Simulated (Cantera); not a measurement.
A perfectly stirred reactor is fed with H2 : O2 : N2 = 0.47 : 1 : 0.73 (molar parts), at 750 Torr; it is held at 775 K, and followed from long to short residence time.

Computed with Cantera and the H2/O2 subset of GRI-Mech 3.0, which has no nitrogen chemistry. Below about 950 K walls govern HO2 and H2O2 in real vessels. The temperature is held fixed by assumption; the heat of reaction is taken as removed at once.

What does this change do: temperature 775 to 1225 K?


```json
[
 {"quantity": "x(H2) at τ = 4.00 s", "before": "0.214", "after": "4.77e-5"},
 {"quantity": "x(O2) at τ = 4.00 s", "before": "0.455", "after": "0.389"},
 {"quantity": "x(O) at τ = 4.00 s", "before": "2.32e-12", "after": "2.00e-6"},
 {"quantity": "x(HO2) at τ = 4.00 s", "before": "5.09e-7", "after": "2.45e-6"},
 {"quantity": "x(H) at τ = 4.00 s", "before": "9.60e-12", "after": "5.44e-8"},
 {"quantity": "x(H2) at τ = 0.120 s", "before": "0.214", "after": "0.000556"},
 {"quantity": "x(O2) at τ = 0.120 s", "before": "0.455", "after": "0.389"},
 {"quantity": "x(O) at τ = 0.120 s", "before": "<1e-12", "after": "2.67e-5"},
 {"quantity": "x(HO2) at τ = 0.120 s", "before": "6.68e-9", "after": "2.47e-5"},
 {"quantity": "x(H) at τ = 0.120 s", "before": "<1e-12", "after": "1.81e-6"}
]
```

What does this change do: temperature 775 to 1025 K?


```
quantity                 before     after
---------------------  --------  --------
x(H2) at τ = 4.00 s       0.214   0.00313
x(O2) at τ = 4.00 s       0.455     0.390
x(O) at τ = 4.00 s     2.32e-12   4.84e-7
x(HO2) at τ = 4.00 s    5.09e-7   3.12e-5
x(H) at τ = 4.00 s     9.60e-12   4.92e-8
x(H2) at τ = 0.120 s      0.214    0.0351
x(O2) at τ = 0.120 s      0.455     0.400
x(O) at τ = 0.120 s      <1e-12   2.40e-6
x(HO2) at τ = 0.120 s   6.68e-9  0.000155
x(H) at τ = 0.120 s      <1e-12   1.35e-6
```
